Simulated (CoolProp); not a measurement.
Properties of ammonia along the isobar 101 kPa.

Values from CoolProp's reference Helmholtz-energy equation of state, Gao 2020.

| T (°C) | phase | Z | cp (kJ/(kg K)) | cv (kJ/(kg K)) | speed of sound (m/s) | expansivity (1/kK) |
|---|---|---|---|---|---|---|
| 45.55 | gas | 0.9919 | 2.173 | 1.661 | 447.4 | 3.237 |
| 73.75 | gas | 0.9942 | 2.203 | 1.700 | (withheld) | 2.946 |
| 102.05 | gas | 0.9956 | 2.245 | 1.746 | (withheld) | 2.708 |
| 130.25 | gas | 0.9966 | 2.293 | 1.796 | 499.7 | 2.509 |
| 158.55 | gas | 0.9974 | (withheld) | (withheld) | (withheld) | 2.339 |
| 186.75 | gas | 0.9979 | 2.393 | 1.900 | 530.8 | 2.191 |
| 214.95 | gas | 0.9983 | 2.445 | 1.952 | 545.4 | 2.062 |
| 243.25 | gas | 0.9986 | 2.496 | 2.004 | (withheld) | 1.946 |

What belongs in the gaps?


- 73.75, speed of sound (m/s): 465.8
- 102.05, speed of sound (m/s): 483.3
- 158.55, cp (kJ/(kg K)): 2.343
- 158.55, cv (kJ/(kg K)): 1.848
- 158.55, speed of sound (m/s): 515.6
- 243.25, speed of sound (m/s): 559.6
